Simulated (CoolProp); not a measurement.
Vapour pressure (kPa) of C3F8 (R218): the reference equation beside estimates from Tc = 345.0 K, pc = 2640 kPa, ω = 0.317. Clausius-Clapeyron is anchored at 247.8 K with a constant enthalpy of vaporisation of 18.95 kJ/mol.

Computed with CoolProp (reference Helmholtz-energy equation of state, Lemmon 2006). It is a short technical equation, of lower accuracy than the large ones.

| T (K) | reference | Clausius-Clapeyron | van der Waals |
|---|---|---|---|
| 239.6 | 117.0 | 120.7 | 508.1 |
| 243.7 | 139.6 | 141.6 | 554.1 |
| 247.8 | 165.4 | 165.4 | 602.6 |
| 251.9 | 194.6 | 192.1 | 653.8 |
| 256 | 227.7 | 222.0 | 707.8 |
| 260.1 | 264.9 | 255.5 | 764.5 |
| 264.3 | 307.6 | 293.6 | 825.6 |
| 268.4 | 354.2 | 335.0 | 888.2 |

Absolute difference from the reference over all 8 rows, mean and median: Clausius-Clapeyron 2.7 and 2.8 %, van der Waals 231.3 and 223.4 %.
